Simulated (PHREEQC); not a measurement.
Consider water at 93 °C with 10 mmol/kgw CdCl2. Closed to the air; pH follows from the charge balance.

All values are PHREEQC results (ion-association model, wateq4f.dat), not measurements.

No solid was allowed to form.

**Question.** What pH does the model give?

**Answer.** pH 5.36.

**Question.** In which forms is Cl present?

**Answer.** Cl- 74 %, CdCl+ 23 %, CdCl2 2.5 % of the Cl.

Away from 25 °C the constants follow the database's enthalpies or fits; those with neither stay at their 25 °C values.
